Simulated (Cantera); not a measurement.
Feed: 1 mol SiCl4, 2.2 mol HCl, a varied amount of H2, at 750 K and 43000 Pa.

Cantera equilibrium calculation (NASA polynomials, part measured and part estimated; ideal gas, pure solids and liquids). Candidate condensed phases: Si; 19 gas species. Equilibrium is a limit: real reactors are often held back by kinetics, nucleation or transport.

Task: At 0.64 mol H2, list the 4 most abundant gas species with their mole fractions, and the condensed phases.

Result: HCl 0.573, SiCl4 0.260, H2 0.167, SiHCl3 3.43e-5. Condensed: gas only.
